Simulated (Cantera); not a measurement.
## Premixed flame

A freely propagating, adiabatic, planar premixed flame of H2 : O2 : N2 = 1 : 0.2 : 0.752 (molar parts), unburnt at 675 K and 150 Torr; multicomponent+Soret transport, grid criteria slope 0.08 and curve 0.16, no radiation.

Cantera simulation using the H2/O2 subset of GRI-Mech 3.0, which has no nitrogen chemistry; the numbers are that mechanism's predictions, not measurements. Burning velocities carry a grid error of a few per cent, more on coarse grids.

```json
[
 {"z (mm)": "-11.9", "T (K)": "675", "u (m/s)": "8.43", "x H2": "0.512", "x O2": "0.102", "x H2O2": "<1e-8", "x H2O": "<1e-8", "x HO2": "<1e-8", "x H": "<1e-8"},
 {"z (mm)": "-7.95", "T (K)": "675", "u (m/s)": "8.43", "x H2": "0.512", "x O2": "0.102", "x H2O2": "<1e-8", "x H2O": "<1e-8", "x HO2": "<1e-8", "x H": "<1e-8"},
 {"z (mm)": "-5.97", "T (K)": "675", "u (m/s)": "8.43", "x H2": "0.512", "x O2": "0.102", "x H2O2": "<1e-8", "x H2O": "<1e-8", "x HO2": "2.85e-8", "x H": "1.46e-8"},
 {"z (mm)": "-3.98", "T (K)": "675", "u (m/s)": "8.43", "x H2": "0.512", "x O2": "0.102", "x H2O2": "<1e-8", "x H2O": "3.14e-7", "x HO2": "1.82e-6", "x H": "1.95e-6"},
 {"z (mm)": "-1.99", "T (K)": "689", "u (m/s)": "8.57", "x H2": "0.508", "x O2": "0.102", "x H2O2": "2.85e-7", "x H2O": "0.00101", "x HO2": "4.16e-5", "x H": "0.000956"},
 {"z (mm)": "-0.994", "T (K)": "807", "u (m/s)": "9.89", "x H2": "0.481", "x O2": "0.0982", "x H2O2": "2.04e-7", "x H2O": "0.0135", "x HO2": "2.96e-5", "x H": "0.0134"},
 {"z (mm)": "0", "T (K)": "1138", "u (m/s)": "13.7", "x H2": "0.349", "x O2": "0.0506", "x H2O2": "2.21e-7", "x H2O": "0.111", "x HO2": "1.20e-5", "x H": "0.0834"},
 {"z (mm)": "0.994", "T (K)": "1355", "u (m/s)": "16.2", "x H2": "0.263", "x O2": "0.00414", "x H2O2": "9.71e-8", "x H2O": "0.203", "x HO2": "9.70e-7", "x H": "0.123"},
 {"z (mm)": "1.99", "T (K)": "1438", "u (m/s)": "17.1", "x H2": "0.262", "x O2": "0.000531", "x H2O2": "8.23e-8", "x H2O": "0.211", "x HO2": "1.16e-7", "x H": "0.118"},
 {"z (mm)": "3.98", "T (K)": "1536", "u (m/s)": "18.1", "x H2": "0.272", "x O2": "0.000311", "x H2O2": "7.87e-8", "x H2O": "0.213", "x HO2": "6.32e-8", "x H": "0.105"},
 {"z (mm)": "7.95", "T (K)": "1648", "u (m/s)": "19.3", "x H2": "0.283", "x O2": "0.000262", "x H2O2": "6.23e-8", "x H2O": "0.214", "x HO2": "4.99e-8", "x H": "0.0884"},
 {"z (mm)": "15.9", "T (K)": "1767", "u (m/s)": "20.5", "x H2": "0.295", "x O2": "0.000195", "x H2O2": "4.00e-8", "x H2O": "0.216", "x HO2": "3.66e-8", "x H": "0.0708"},
 {"z (mm)": "31.8", "T (K)": "1882", "u (m/s)": "21.7", "x H2": "0.306", "x O2": "0.000126", "x H2O2": "2.21e-8", "x H2O": "0.219", "x HO2": "2.50e-8", "x H": "0.0537"}
]
```
x: mole fraction of selected species; z is measured from the peak of heat release.

```yaml
laminar_burning_velocity: 843 cm/s
thermal_thickness: 3.98 mm
peak x(H2O2): 3.18e-7
peak x(HO2): 4.20e-5
peak x(H): 0.124
grid_points: 138
```
